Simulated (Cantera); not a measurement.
Input: 1 mol Si, 0.69 mol HCl, 0.31 mol H₂, equilibrated at 600 K and 3.20 bar.

Method: chemical equilibrium by Gibbs-energy minimisation in Cantera with the NASA 1993 tables (ideal gas, pure condensed phases). Candidate condensed phases: Si; 19 gas species. Equilibrium is a limit: real reactors are often held back by kinetics, nucleation or transport.

Base state: H₂ 0.758, SiCl₄ 0.136, SiHCl₃ 0.102, SiH₂Cl₂ 0.00385, SiH₃Cl 2.83e-5, HCl 2.77e-5 (mole fractions); condensed: Si(s).

What changes in the equilibrium state with this change: pressure from 3.20 bar to 0.100 bar?


```
species      before     after
----------  -------  --------
H₂            0.758     0.775
SiCl₄         0.136     0.172
SiHCl₃        0.102    0.0518
SiH₃Cl      2.83e-5   2.31e-6
SiH₂Cl₂     0.00385  0.000782
HCl         2.77e-5   7.08e-5
Si(s), mol    0.805     0.817
```
